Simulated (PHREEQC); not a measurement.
Dissolve 0.052 mol CuSO4, 0.021 mol HCl and 0.00047 mol KCl per kg of water at 79 °C. Closed to the air; pH follows from the charge balance.

Model: ion-association model, wateq4f.dat, run in PHREEQC.

| quantity | before | after |
|---|---|---|
| pH | 2.33 | 2.50 |
| ionic strength (mol/kgw) | 0.121 | 0.0658 |
| SO4-2 (mol/kgw) | 0.0196 | 0.0112 |
| Cl- (mol/kgw) | 0.0170 | 0.00917 |
| HSO4- (mol/kgw) | 0.0151 | 0.00672 |

Question: Name the change that produced these shifts.
(A) 0.013 mol/kgw Na2SO4 added
(B) CuSO4 replaced by (NH4)2SO4 at the same molality
(C) temperature from 79 to 75 °C
(D) diluted 2-fold with water

Answer: D, diluted 2-fold with water

Precipitation was switched off in this run. At this temperature some constants are extrapolated from 25 °C, and those without enthalpy data are left unchanged.
